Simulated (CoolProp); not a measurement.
A single-stage vapour-compression cycle with the fluid: evaporating at 318.15 K (dew point), condensing at 375.15 K (bubble point), superheat 5 K, subcooling 0 K, compressor efficiency 0.65, no pressure losses. The same conditions are run with several fluids, on thermodynamics alone (safety and materials aside).

Computed with CoolProp (reference Helmholtz-energy equation of state of each fluid (R141b: Lemmon 2006; propyne: Polt 1992; R1233zd(E): Akasaka 2022; chloromethane (R40): Thol 2014; R245fa: Akasaka 2015)). The equations of Platzer and Polt are older, rougher fits.

```json
[
 {"fluid": "R141b", "cooling COP": "?", "pressure ratio": "4.53", "discharge temperature (K)": "394.1", "refrigerating effect (kJ/kg)": "?", "volumetric capacity (kJ/m³)": "1070"},
 {"fluid": "propyne", "cooling COP": "2.42", "pressure ratio": "3.46", "discharge temperature (K)": "?", "refrigerating effect (kJ/kg)": "270", "volumetric capacity (kJ/m³)": "?"},
 {"fluid": "R1233zd(E)", "cooling COP": "2.58", "pressure ratio": "4.31", "discharge temperature (K)": "?", "refrigerating effect (kJ/kg)": "110", "volumetric capacity (kJ/m³)": "?"},
 {"fluid": "chloromethane (R40)", "cooling COP": "2.65", "pressure ratio": "?", "discharge temperature (K)": "439.6", "refrigerating effect (kJ/kg)": "248", "volumetric capacity (kJ/m³)": "5410"},
 {"fluid": "R245fa", "cooling COP": "2.42", "pressure ratio": "4.49", "discharge temperature (K)": "381.7", "refrigerating effect (kJ/kg)": "?", "volumetric capacity (kJ/m³)": "1610"}
]
```

Problem. Fill in the missing entries.

Solution. 
- R141b, cooling COP: 2.85
- R141b, refrigerating effect (kJ/kg): 150
- propyne, discharge temperature (K): 408.6
- propyne, volumetric capacity (kJ/m³): 4740
- R1233zd(E), discharge temperature (K): 385.8
- R1233zd(E), volumetric capacity (kJ/m³): 1460
- chloromethane (R40), pressure ratio: 3.39
- R245fa, refrigerating effect (kJ/kg): 100
